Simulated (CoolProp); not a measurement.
Vapour-liquid equilibrium of C3F8 (R218) (1) + c-C4F8 (RC318) (2) at 20.45 °C; x and y are mole fractions of (1).

The numbers come from the multi-fluid Helmholtz-energy mixture model, Lemmon 2006 and Platzer 1990; pair parameters Bell 2016 in CoolProp. This equation is an older, rougher fit; its heat capacities, sound speeds and derivatives of the liquid may be far off and weren't checked against measurements.

```csv
x,bubble pressure (MPa),y at the bubble point,dew pressure at overall composition x (MPa),liquid density (mol/L)
0.05,0.2764,0.073,0.2741,7.593
0.125,0.2909,0.191,0.2823,7.605
0.2,0.3109,0.313,0.2922,7.611
0.275,0.3363,0.431,0.3040,7.611
0.35,0.3670,0.538,0.3181,7.604
0.425,0.4025,0.633,0.3349,7.591
0.5,0.4422,0.714,0.3551,7.570
0.575,0.4853,___,0.3797,7.541
0.65,0.5313,___,0.4101,7.503
0.725,___,___,0.4486,7.456
0.8,0.6288,0.923,0.4991,7.398
0.875,0.6794,0.956,___,___
0.95,0.7309,0.984,0.6694,7.244
```

### Question
What belongs in the gaps?

### Answer

- 0.575, y at the bubble point: 0.782
- 0.65, y at the bubble point: 0.838
- 0.725, bubble pressure (MPa): 0.5793
- 0.725, y at the bubble point: 0.885
- 0.875, dew pressure at overall composition x (MPa): 0.5684
- 0.875, liquid density (mol/L): 7.328

No azeotrope shows between x = 0.05 and 0.95.

Pair parameters are fitted to limited data, so mixtures are less certain than the pure fluids.
